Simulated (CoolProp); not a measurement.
Vapour-liquid equilibrium of trans-2-butene (1) + acetone (2) at 0.846 MPa; x and y are mole fractions of (1).

Computed with CoolProp (multi-fluid Helmholtz-energy mixture model, Lemmon 2005 and Lemmon 2006; pair parameters Bell 2016).

| x | bubble temperature (K) | y at the bubble point | dew temperature at overall composition x (K) | liquid density (mol/L) |
|---|---|---|---|---|
| 0.05 | 398.6 | 0.199 | 406.1 | 11.13 |
| 0.15 | 382.7 | 0.473 | 401.2 | 11.13 |
| 0.25 | 371.6 | 0.625 | 395.9 | ___ |
| 0.35 | 364.3 | ___ | 390.3 | 10.85 |
| 0.45 | ___ | 0.768 | 384.2 | 10.63 |
| 0.55 | 355.8 | 0.809 | 377.3 | 10.39 |
| 0.65 | ___ | 0.842 | ___ | 10.16 |
| 0.75 | 350.7 | 0.876 | 361.0 | 9.943 |
| 0.85 | 348.6 | 0.915 | 352.5 | 9.758 |
| 0.95 | 346.8 | ___ | 347.3 | ___ |

**Question.** Complete the blanks.

**Answer.** 
- 0.25, liquid density (mol/L): 11.03
- 0.35, y at the bubble point: 0.713
- 0.45, bubble temperature (K): 359.3
- 0.65, bubble temperature (K): 353.1
- 0.65, dew temperature at overall composition x (K): 369.6
- 0.95, y at the bubble point: 0.967
- 0.95, liquid density (mol/L): 9.605

No azeotrope shows between x = 0.05 and 0.95.

The pair parameters rest on a limited set of measurements; away from them the model extrapolates.
